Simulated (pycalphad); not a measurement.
CALPHAD calculation (pycalphad, COST 507 light-alloy database (1999)), 1 atm. These are 1990s assessments: newer ones move some temperatures and phases. Diffusion is slow at the low end, where real alloys seldom reach equilibrium.

Problem. How does the equilibrium phase assembly of Si-77.21Y (wt.%) change on cooling from 2450 K to 530 K?

Solution. 
| T (K) | phases above | phases below |
|---|---|---|
| 2107.1 | LIQUID | LIQUID + SIY |
| 2107.0 | LIQUID + SIY | SI4Y5 + SIY |
Changes were sought between steps of 40 K, so a narrower field can be missed.

Database names, with the compositions (at.%) that they take in these runs: SIY: Si 50 Y 50; SI4Y5: Y 56 Si 44.
